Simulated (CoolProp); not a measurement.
Vapour-liquid equilibrium of ethylbenzene (1) + m-xylene (2) at 1.11 kPa; x and y are mole fractions of (1).

Computed with CoolProp (multi-fluid Helmholtz-energy mixture model, Zhou 2012 and Zhou 2012; pair parameters Bell 2016).

### Question
Give the bubble temperature and the first vapour's composition at x = 0.05, 0.35, 0.65. Is there an azeotrope?

### Answer
x = 0.05: 24.7 °C, y = 0.059; x = 0.35: 23.9 °C, y = 0.384; x = 0.65: 23.2 °C, y = 0.678. No azeotrope shows between x = 0.05 and 0.95.

Pair parameters are fitted to limited data, so mixtures are less certain than the pure fluids.
